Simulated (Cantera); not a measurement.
A Cantera script and what it prints.

```python
import numpy as np
import cantera as ct

gas_names = """
    H H2 N NH NH2 NH3 N2 N2H2 N2H4 Pb Pb2
""".split()
cond_names = """
    Pb(cr) Pb(L)
""".split()


# ... load() reads the species with a 1 bar reference pressure and builds the phases ...
atoms = {
    'Pb': {'Pb': 1},
    'H2': {'H': 2},
    'N2': {'N': 2},
}
top_T = {}  # K; cautious upper limits of use, not melting points


# ... equilibrate(T, P, feed) seeds the gas with the atoms and calls Mixture.equilibrate('TP', solver="vcs", rtol=1e-11, max_steps=5000) ...
results = []
feed = {'Pb': 1, 'H2': 0.12, 'N2': 0.46}  # mol
T = 773  # K
P = 67  # Pa
mix = equilibrate(T, P, feed)
results.append((T, P, feed, dict(zip(mix.species_names, mix.species_moles))))
print(gas.report(threshold=0.001))
for i in range(1, mix.n_phases):
    print(f"{mix.phase(i).name:16s} {mix.phase_moles(i):12.5e} mol")
```

It prints:

```
       temperature   773 K
          pressure   67 Pa
           density   0.00023603 kg/m^3
  mean mol. weight   22.641 kg/kmol
   phase of matter   gas

                          1 kg             1 kmol
                     ---------------   ---------------
          enthalpy        6.2466e+05        1.4143e+07  J
   internal energy         3.408e+05        7.7163e+06  J
           entropy             12024        2.7224e+05  J/K
    Gibbs function         -8.67e+06        -1.963e+08  J
 heat capacity c_p            1363.9             30881  J/K
 heat capacity c_v            996.71             22567  J/K

                      mass frac. Y      mole frac. X     chem. pot. / RT
                     ---------------   ---------------   ---------------
                H2          0.018421           0.20689           -25.789
                N2           0.98126           0.79308           -31.784
     [   +9 minor]        0.00031555        3.4686e-05

Pb(L)             9.99980e-01 mol
```

Cantera equilibrium calculation (NASA polynomials, part measured and part estimated; ideal gas, pure solids and liquids).
